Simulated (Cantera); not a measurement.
A closed system holds: 1 mol BN, 240 mol H₂, 0.61 mol N₂, at 1625 K and 0.100 bar.

These are equilibrium values from Cantera (NASA tables, ideal gas, pure condensed phases), not measurements of a reactor. Candidate condensed phases: B, BN; 15 gas species. Kinetics and transport are ignored.

Base state: H₂ 0.997, N₂ 0.00254, H 0.000223 (mole fractions); condensed: BN(s).

What changes in the equilibrium state with this change: BN replaced by Si₃N₄?


| species | before | after |
|---|---|---|
| H₂ | 0.997 | 0.995 |
| N₂ | 0.00254 | 0.00457 |
| H | 0.000223 | 0.000223 |
| BN(s), mol | 1.000 | 0 |
| Si(s), mol | 0 | 0.736 |
| Si₃N₄(s), mol | 0 | 0.754 |
Mutual solubility and eutectic melting of coexisting phases are not modelled. Further candidate phases: Si, Si₃N₄.

What changes in the equilibrium state with this change: pressure from 0.100 bar to 1.60 mbar?


| species | before | after |
|---|---|---|
| H₂ | 0.997 | 0.996 |
| N₂ | 0.00254 | 0.00254 |
| H | 0.000223 | 0.00176 |
| BN(s), mol | 1.000 | 0.999 |
